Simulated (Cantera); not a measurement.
## Low-pressure radical oxidation in H2/O2

An isothermal, constant-pressure homogeneous reactor starts with H2 : O2 = 0.15 : 1 (molar parts), equivalence ratio 0.075, at 1075 K and 12.0 Torr.

Cantera simulation using the H2/O2 subset of GRI-Mech 3.0, which has no nitrogen chemistry; the numbers are that mechanism's predictions, not measurements. Radical loss at walls, strong at low pressure, is not modelled. The temperature is held fixed by assumption; the heat of reaction is taken as removed at once.

```
t (s)         x H2   x O2     x H2O       x H       x O
--------  --------  -----  --------  --------  --------
4.00e-5      0.130  0.870  3.32e-11  3.12e-10  7.62e-11
0.000123     0.130  0.870  6.56e-10   1.12e-9  6.29e-10
0.000381     0.130  0.870   2.01e-8   1.30e-8   1.04e-8
0.00118      0.130  0.870   2.20e-5   1.20e-5   9.85e-6
0.00363    0.00542  0.805     0.106    0.0364    0.0415
0.0112     0.00184  0.841     0.130   0.00795    0.0164
0.0346    0.000244  0.858     0.138  0.000350   0.00215
0.107      2.19e-5  0.860     0.139   9.81e-6  0.000200
0.330      2.60e-6  0.860     0.139   4.54e-7   2.57e-5
1.02       4.49e-7  0.860     0.140   3.63e-8   4.76e-6
3.15       1.01e-7  0.860     0.140   4.14e-9   1.12e-6
9.72       2.65e-8  0.860     0.140  5.79e-10   3.03e-7
30.0       7.66e-9  0.860     0.140  9.19e-11   8.87e-8
```
x: mole fraction; the columns are a selection and need not sum to one.

Equilibrium at this temperature and pressure: H2 8.39e-10, O2 0.860, H2O 0.140, H 3.38e-12, O 9.68e-9 (gas phase only).
